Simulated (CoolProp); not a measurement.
Acetone along the isobar 6.3 MPa: fugacity coefficient from the reference equation and from simpler models built on Tc = 508.1 K, pc = 4.692 MPa, ω = 0.307; each cubic takes its own stable root.

The numbers come from the reference Helmholtz-energy equation of state, Lemmon 2006 in CoolProp. It is a short technical equation, of lower accuracy than the large ones.

```json
[
 {"T (K)": "236", "phase": "liquid", "reference": "0.0001764"},
 {"T (K)": "260", "phase": "liquid", "reference": "0.0008582"},
 {"T (K)": "283.9", "phase": "liquid", "reference": "0.003032"},
 {"T (K)": "307.9", "phase": "liquid", "reference": "0.008501"},
 {"T (K)": "331.9", "phase": "liquid", "reference": "0.01986"},
 {"T (K)": "355.9", "phase": "liquid", "reference": "0.04024"},
 {"T (K)": "379.9", "phase": "liquid", "reference": "0.07271"},
 {"T (K)": "403.8", "phase": "liquid", "reference": "0.1196"},
 {"T (K)": "427.8", "phase": "liquid", "reference": "0.1825"},
 {"T (K)": "451.8", "phase": "liquid", "reference": "0.2614"},
 {"T (K)": "475.8", "phase": "liquid", "reference": "0.3542"},
 {"T (K)": "499.7", "phase": "liquid", "reference": "0.4566"}
]
```

### Question
How far does each simpler model (van der Waals, Redlich-Kwong, Soave-Redlich-Kwong, Peng-Robinson) lie from the reference over these 12 states: mean and median of the absolute difference, and the worst?

### Answer
- van der Waals: mean 1521.8 %, median 265.7 %, worst +10296.8 % at 236 K and 6.3 MPa
- Redlich-Kwong: mean 109.7 %, median 75.2 %, worst +330.4 % at 236 K and 6.3 MPa
- Soave-Redlich-Kwong: mean 7.1 %, median 8.3 %, worst +10.7 % at 451.8 K and 6.3 MPa
- Peng-Robinson: mean 4.3 %, median 4.5 %, worst +6.1 % at 427.8 K and 6.3 MPa
